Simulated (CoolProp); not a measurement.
The numbers come from the reference Helmholtz-energy equation of state, Akasaka 2020 in CoolProp.

Give the vapour pressure (bar), liquid density (kg/m³), vapour density (kg/m³), enthalpy of vaporisation (kJ/kg) of saturated R1123 at -33.75, -11.85, -9.85 °C.


| T (°C) | p (bar) | liquid density (kg/m³) | vapour density (kg/m³) | enthalpy of vaporisation (kJ/kg) |
|---|---|---|---|---|
| -33.75 | 3.48 | 1250 | 15.7 | 204 |
| -11.85 | 7.54 | 1170 | 33.4 | 184 |
| -9.85 | 8.04 | 1160 | 35.6 | 182 |
